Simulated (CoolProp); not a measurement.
Vapour-liquid equilibrium of propane (1) + isopentane (2) at 0.686 MPa; x and y are mole fractions of (1).

Computed with CoolProp (multi-fluid Helmholtz-energy mixture model, Lemmon 2009 and Lemmon 2006; pair parameters Kunz 2012).

Give the bubble temperature and the first vapour's composition at x = 0.15, 0.55, 0.65. Is there an azeotrope?

x = 0.15: 344.0 K, y = 0.499; x = 0.55: 306.3 K, y = 0.894; x = 0.65: 300.7 K, y = 0.928. No azeotrope shows between x = 0.05 and 0.95.

Pair parameters are fitted to limited data, so mixtures are less certain than the pure fluids.
